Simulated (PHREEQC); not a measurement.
Dissolve 0.001 mol H2SO4, 0.054 mol Na2CO3 and 0.00016 mol Na3PO4 per kg of water at 25 °C. Closed to the air; pH follows from the charge balance.

Computed with PHREEQC (ion-association model, phreeqc.dat).

No solid was allowed to form.

### Question
What pH does the model give?

### Answer
pH 11.00.

### Question
In which forms is P present?

### Answer
HPO4-2 79 %, PO4-3 16 %, NaHPO4- 4.8 % of the P.

Species that the database lacks are ignored.
